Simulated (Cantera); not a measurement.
An adiabatic, constant-pressure homogeneous reactor starts with CO : H2 : CH4 : O2 : N2 : H2O = 1 : 0.031 : 0.034 : 0.53 : 1.99 : 0.55 (molar parts), at 1200 K and 6.22 atm. Integrator tolerance rtol = 1e-08.

Model: GRI-Mech 3.0 (53 species, 325 reactions), integrated in Cantera.

Question: What does this change do: O2 0.53 to 0.3 parts?

Answer: 
```csv
quantity,before,after
time of steepest temperature rise,0.281 ms,0.376 ms
temperature at 2.00 s,2654 K,2254 K
equilibrium temperature,2654 K,2254 K
x(CO) at 2.00 s,0.0595 (gas-phase equilibrium 0.0595),0.130 (gas-phase equilibrium 0.130)
x(H2) at 2.00 s,0.00672 (gas-phase equilibrium 0.00672),0.0241 (gas-phase equilibrium 0.0241)
x(CH4) at 2.00 s,<1e-12 (gas-phase equilibrium <1e-12),4.81e-12 (gas-phase equilibrium 5.26e-12)
x(OH) at 2.00 s,0.00914 (gas-phase equilibrium 0.00914),0.000451 (gas-phase equilibrium 0.000451)
x(O) at 2.00 s,0.00137 (gas-phase equilibrium 0.00137),6.11e-6 (gas-phase equilibrium 6.11e-6)
x(CH2O) at 2.00 s,1.01e-9 (gas-phase equilibrium 1.01e-9),7.94e-9 (gas-phase equilibrium 7.94e-9)
x(C2H6) at 2.00 s,<1e-12 (gas-phase equilibrium <1e-12),<1e-12 (gas-phase equilibrium <1e-12)
```

Question: What does this change do: initial temperature 1200 to 1498 K?

Answer: 
```tsv
quantity	before	after
time of steepest temperature rise	0.281 ms	19.7 µs
temperature at 2.00 s	2654 K	2769 K
equilibrium temperature	2654 K	2769 K
x(CO) at 2.00 s	0.0595 (gas-phase equilibrium 0.0595)	0.0752 (gas-phase equilibrium 0.0752)
x(H2) at 2.00 s	0.00672 (gas-phase equilibrium 0.00672)	0.00856 (gas-phase equilibrium 0.00856)
x(CH4) at 2.00 s	<1e-12 (gas-phase equilibrium <1e-12)	<1e-12 (gas-phase equilibrium <1e-12)
x(OH) at 2.00 s	0.00914 (gas-phase equilibrium 0.00914)	0.0134 (gas-phase equilibrium 0.0134)
x(O) at 2.00 s	0.00137 (gas-phase equilibrium 0.00137)	0.00269 (gas-phase equilibrium 0.00269)
x(CH2O) at 2.00 s	1.01e-9 (gas-phase equilibrium 1.01e-9)	1.63e-9 (gas-phase equilibrium 1.63e-9)
x(C2H6) at 2.00 s	<1e-12 (gas-phase equilibrium <1e-12)	<1e-12 (gas-phase equilibrium <1e-12)
```
